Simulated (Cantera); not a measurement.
An isothermal, constant-pressure homogeneous reactor starts with CH4 : H2O : H2 = 1 : 0.41 : 0.18 (molar parts), at 1325 K and 7500 Torr. Integrator tolerance rtol = 1e-08.

Computed with Cantera and GRI-Mech 3.0 (53 species, 325 reactions). GRI-Mech 3.0 stops at C3 and has no aromatics, soot or wall deposition, so with more carbon than oxygen in the feed, carbon stays in small species such as C2H2 where larger ones or solid carbon would form.

What does this change do: H2O 0.41 to 0.93 parts?


```
quantity                                              before                                    after
-----------------  -----------------------------------------  ---------------------------------------
x(CH4) at 40.0 s         0.519 (gas-phase equilibrium 0.244)     0.385 (gas-phase equilibrium 0.0327)
x(H2O) at 40.0 s      0.231 (gas-phase equilibrium 0.000655)     0.392 (gas-phase equilibrium 0.0125)
x(H2) at 40.0 s          0.208 (gas-phase equilibrium 0.585)      0.184 (gas-phase equilibrium 0.728)
x(CH2O) at 40.0 s    1.83e-7 (gas-phase equilibrium 4.60e-7)  3.07e-7 (gas-phase equilibrium 7.59e-7)
x(CO) at 40.0 s        0.00621 (gas-phase equilibrium 0.169)    0.00765 (gas-phase equilibrium 0.224)
x(O2) at 40.0 s        <1e-12 (gas-phase equilibrium <1e-12)    <1e-12 (gas-phase equilibrium <1e-12)
x(CH2) at 40.0 s   1.03e-11 (gas-phase equilibrium 1.43e-12)  9.35e-12 (gas-phase equilibrium <1e-12)
```

What does this change do: pressure from 7500 Torr to 188 Torr?


| quantity | before | after |
|---|---|---|
| x(CH4) at 40.0 s | 0.519 (gas-phase equilibrium 0.244) | 0.391 (gas-phase equilibrium 0.156) |
| x(H2O) at 40.0 s | 0.231 (gas-phase equilibrium 0.000655) | 0.220 (gas-phase equilibrium 8.21e-7) |
| x(H2) at 40.0 s | 0.208 (gas-phase equilibrium 0.585) | 0.313 (gas-phase equilibrium 0.648) |
| x(CH2O) at 40.0 s | 1.83e-7 (gas-phase equilibrium 4.60e-7) | 5.00e-8 (gas-phase equilibrium 1.20e-8) |
| x(CO) at 40.0 s | 0.00621 (gas-phase equilibrium 0.169) | 0.00159 (gas-phase equilibrium 0.159) |
| x(O2) at 40.0 s | <1e-12 (gas-phase equilibrium <1e-12) | <1e-12 (gas-phase equilibrium <1e-12) |
| x(CH2) at 40.0 s | 1.03e-11 (gas-phase equilibrium 1.43e-12) | 1.07e-10 (gas-phase equilibrium 3.28e-11) |

What does this change do: temperature 1325 to 1700 K?


| quantity | before | after |
|---|---|---|
| x(CH4) at 40.0 s | 0.519 (gas-phase equilibrium 0.244) | 0.130 (gas-phase equilibrium 0.130) |
| x(H2O) at 40.0 s | 0.231 (gas-phase equilibrium 0.000655) | 1.80e-5 (gas-phase equilibrium 1.84e-5) |
| x(H2) at 40.0 s | 0.208 (gas-phase equilibrium 0.585) | 0.666 (gas-phase equilibrium 0.666) |
| x(CH2O) at 40.0 s | 1.83e-7 (gas-phase equilibrium 4.60e-7) | 4.38e-7 (gas-phase equilibrium 4.38e-7) |
| x(CO) at 40.0 s | 0.00621 (gas-phase equilibrium 0.169) | 0.156 (gas-phase equilibrium 0.156) |
| x(O2) at 40.0 s | <1e-12 (gas-phase equilibrium <1e-12) | <1e-12 (gas-phase equilibrium <1e-12) |
| x(CH2) at 40.0 s | 1.03e-11 (gas-phase equilibrium 1.43e-12) | 8.98e-9 (gas-phase equilibrium 8.99e-9) |
